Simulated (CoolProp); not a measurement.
Properties of octamethyltrisiloxane (MDM) along the isotherm 406.3 K.

The numbers come from the reference Helmholtz-energy equation of state, Thol 2017 in CoolProp.

```
p (kPa)   phase         Z  cv (kJ/(kg K))  isothermal compressibility (1/MPa)  fugacity coefficient
-------  ------  --------  --------------  ----------------------------------  --------------------
22.7        gas    0.9813           1.662                               44.91                0.9817
43.1        gas    0.9638           1.665                               24.11                0.9652
81.7     liquid  0.008185           1.739                            0.005326                0.6921
155      liquid   0.01552           1.739                            0.005301                0.3675
294      liquid   0.02942           1.739                            0.005254                0.1965
557      liquid   0.05566           1.739                            0.005168                0.1065
1060     liquid    0.1057           1.739                            0.005013               0.05882
2000     liquid    0.1984           1.739                            0.004750               0.03423
3790     liquid    0.3730           1.740                            0.004326               0.02156
7190     liquid    0.6981           1.741                            0.003717               0.01584
```
